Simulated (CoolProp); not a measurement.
Vapour-liquid equilibrium of cyclohexane (1) + n-dodecane (2) at 406.9 K; x and y are mole fractions of (1).

Values from CoolProp's multi-fluid Helmholtz-energy mixture model, Zhou 2014 and Lemmon 2004; pair parameters Bell 2016.

### Question
Give the bubble pressure and the first vapour's composition at x = 0.2, 0.725, 0.8. Is there an azeotrope?

### Answer
x = 0.2: 69.54 kPa, y = 0.898; x = 0.725: 273.7 kPa, y = 0.990; x = 0.8: 306.3 kPa, y = 0.994. No azeotrope shows between x = 0.05 and 0.95.

Pair parameters are fitted to limited data, so mixtures are less certain than the pure fluids.
